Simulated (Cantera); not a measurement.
A Cantera script and what it prints.

```python
import numpy as np
import cantera as ct

gas_names = """
    C CH CH2 CH3 CH4 C2 C2H C2H2,acetylene C2H2,vinylidene C2H3,vinyl C2H4 C2H5 C2H6 C3 C3H3,propargyl
    C3H4,allene C3H4,propyne C3H4,cyclo- C3H5,allyl C3H6,propylene C3H6,cyclo- C3H7,n-propyl
    C3H7,i-propyl C3H8 C4 C4H2 C4H4,1,3-cyclo- C4H6,butadiene C4H6,2-butyne C4H6,cyclo- C4H8,1-butene
    C4H8,cis2-buten C4H8,tr2-butene C4H8,isobutene C4H8,cyclo- C4H9,n-butyl C4H9,i-butyl C4H9,s-butyl
    C4H9,t-butyl C4H10,isobutane C4H10,n-butane C5 C5H6,1,3cyclo- C5H8,cyclo- C5H10,1-pentene
    C5H10,cyclo- C5H11,pentyl C5H11,t-pentyl C5H12,n-pentane C5H12,i-pentane CH3C(CH3)2CH3 C6H2
    C6H5,phenyl C6H6 C6H10,cyclo- C6H12,1-hexene C6H12,cyclo- C6H13,n-hexyl C7H7,benzyl C7H8
    C7H14,1-heptene C7H15,n-heptyl C7H16,n-heptane C8H8,styrene C8H10,ethylbenz C8H16,1-octene
    C8H17,n-octyl C8H18,isooctane C8H18,n-octane C9H19,n-nonyl C10H8,naphthale C10H21,n-decyl
    C12H9,o-bipheny C12H10,bipheny H H2 Si SiC SiC2 SiC4H12 SiH SiH2 SiH3 SiH4 Si2 Si2C Si3
""".split()
cond_names = """
    C(gr) C6H6(L) C7H8(L) C8H18(L),n-octa Si(cr) Si(L) SiC(b)
""".split()


def load(file, names, dense=False):
    # The tables refer to 1 bar. Condensed volumes are neglected.
    table = {s.name: s for s in ct.Species.list_from_file(file)}
    out = []
    for n in names:
        d = dict(table[n].input_data)
        d["thermo"] = dict(d["thermo"], **{"reference-pressure": 1e5})
        if dense:
            d["equation-of-state"] = {"model": "constant-volume", "density": "1e6 g/cm^3"}
        out.append(ct.Species.from_dict(d))
    return out


gas = ct.Solution(thermo="ideal-gas", species=load("nasa_gas.yaml", gas_names))
cond = {s.name: ct.Solution(thermo="fixed-stoichiometry", species=[s], name=s.name)
        for s in load("nasa_condensed.yaml", cond_names, dense=True)}
atoms = {
    'CH3SiH3': {'C': 1, 'H': 6, 'Si': 1},
    'CH4': {'C': 1, 'H': 4},
    'H2': {'H': 2},
}
top_T = {'C(gr)': 4500, 'SiC(b)': 3050}  # K; cautious upper limits of use, not melting points


def equilibrate(T, P, feed):
    n = {}
    for name, mol in feed.items():
        for a, k in atoms[name].items():
            n[a] = n.get(a, 0.0) + k * mol
    gas.TPX = T, P, n
    mass = sum(n.values()) * gas.mean_molecular_weight
    gas.equilibrate("TP")
    valid = [c for c in cond.values() if c.min_temp <= T <= top_T.get(c.name, c.max_temp)]
    mix = ct.Mixture([(gas, mass / gas.mean_molecular_weight)] + [(c, 0.0) for c in valid])
    mix.T, mix.P = T, P
    mix.equilibrate("TP", solver="vcs", rtol=1e-11, max_steps=5000)
    return mix


results = []
feed = {'CH3SiH3': 1, 'CH4': 0.035, 'H2': 880}  # mol
T = 1975  # K
P = 3100  # Pa
mix = equilibrate(T, P, feed)
results.append((T, P, feed, dict(zip(mix.species_names, mix.species_moles))))
x = sorted(zip(gas.X, gas.species_names), reverse=True)
print(f"T = {T:g} K  P = {P:g} Pa  gas = {mix.phase_moles(0):.4g} mol")
print("   x: " + "  ".join(f"{s} {v:.3e}" for v, s in x if v > 0.0001))
print("   condensed (mol): " + ("  ".join(f"{mix.phase(i).name} {mix.phase_moles(i):.4g}"
      for i in range(1, mix.n_phases) if mix.phase_moles(i) > 1e-12) or "none"))
```

Output:

```
T = 1975 K  P = 3100 Pa  gas = 886.6 mol
   x: H2 9.920e-01  H 7.740e-03  Si 1.330e-04
   condensed (mol): SiC(b) 0.8501
```

These are equilibrium values from Cantera (NASA tables, ideal gas, pure condensed phases), not measurements of a reactor. The feed counts by its element totals alone. Gases not in the tables: Si2H6 and higher silanes.
